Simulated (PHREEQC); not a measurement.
0.046 g of hydrous ferric oxide (600 m²/g; 0.2 weak and 0.005 strong sites per Fe, Dzombak-Morel constants, diffuse double layer) in 1 kg of water with 0.1 mol/kgw of an inert sodium salt and 0.13 mmol/kgw NiCl2 and 0.12 mmol/kgw CuCl2, at 25 °C; the pH is set by adding NaOH or the inert anion's acid. Oxygen alone is held at its pressure in air (log pO2 = -0.68). The system is closed to CO2. No solid was allowed to form.

Base run: PHREEQC, ion-association model, wateq4f.dat. Each further column changes one thing. The table gives Cu sorbed (%).

| pH | base | no electrostatic term (-no_edl) | background salt from 0.1 to 0.01 mol/kgw | oxide from 0.046 to 0.23 g/kgw |
|---|---|---|---|---|
| 4 | 0.4 | 0.4 | 0.4 | 1.9 |
| 5 | 6.3 | 9.0 | 5.9 | 26.6 |
| 6.5 | 54.2 | 82.0 | 43.8 | (withheld) |
| 7.5 | 54.4 | 83.2 | (withheld) | 99.1 |
| 8.5 | 27.6 | 47.9 | 20.2 | 93.9 |
| 9.5 | 1.9 | (withheld) | 1.2 | 82.8 |
| 11 | 0.8 | 0.2 | 0.8 | 55.5 |
| 12 | 2.2 | 0.0 | 2.8 | 23.6 |

Problem. Complete the blanks.

Solution. 
- 6.5, oxide from 0.046 to 0.23 g/kgw: 98.0
- 7.5, background salt from 0.1 to 0.01 mol/kgw: 44.5
- 9.5, no electrostatic term (-no_edl): 6.2

In at least one series the solution becomes supersaturated in solids that the run did not let form, among them Cu(OH)2, Atacamite, Ni(OH)2. The database's constant for dissolved Cu(OH)2 is higher than later reviews accept.
